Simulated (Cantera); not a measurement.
A closed system holds: 1 mol Si3N4, 0.025 mol C, 7.4 mol H2, equilibrated at 10.0 mbar.

Cantera equilibrium calculation (NASA polynomials, part measured and part estimated; ideal gas, pure solids and liquids). Candidate condensed phases: C, C6H6, C7H8, C8H18, Si, SiC, Si3N4; 105 gas species. Mutual solubility and eutectic melting of coexisting phases are not modelled. The tables' values for SiN are old estimates; treat these amounts as uncertain. Gases not in the tables: Si2H6 and higher silanes. Kinetics and transport are ignored.

Q: At 1998 K, list the 7 most abundant gas species with their mole fractions, and the condensed phases.

A: H2 0.771, N2 0.210, H 0.0141, Si 0.00425, HCN 0.000320, SiH 0.000254, Si2C 0.000116. Condensed: Si(l) + SiC(s).
